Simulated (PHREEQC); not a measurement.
Solution (25 °C): 0.031 mol HF and 0.0034 mol NaOH per kg of water. Closed to the air; pH follows from the charge balance.

Computed with PHREEQC (ion-association model, wateq4f.dat).

| quantity | before | after |
|---|---|---|
| pH | 2.57 | 2.87 |
| ionic strength (mol/kgw) | 0.00632 | 0.00210 |

Name the change that produced these shifts.
A) HF from 0.031 to 0.0155 mol/kgw
B) HF left out
C) NaOH from 0.0034 to 0.0051 mol/kgw
D) NaOH left out
E) diluted 5-fold with water

E, diluted 5-fold with water

This is a speciation only: nothing precipitates in the calculation. wateq4f.dat counts part of the HF as a dimer, H2F2, which phreeqc.dat doesn't know; its constant is uncertain.
